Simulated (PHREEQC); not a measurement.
Make-up at 40 °C and 100 atm: 0.0017 mol MgCl2, 0.023 mol NaHCO3 and 0.0013 mol NaCl per kg of water. Closed to the air; pH follows from the charge balance.

All values are PHREEQC results (ion-association model, phreeqc.dat), not measurements.

### Question
The ionic strength comes out as 0.0286 mol/kgw. What activity coefficients do OH-, CO3-2, HCO3-, Na+, MgHCO3+ get?

### Answer
OH- 0.84, CO3-2 0.54, HCO3- 0.86, Na+ 0.85, MgHCO3+ 0.85.

Precipitation was switched off in this run. Under pressure, the constants of complexes without a molar volume in the database are unreliable. Constants without temperature data keep their 25 °C values here.
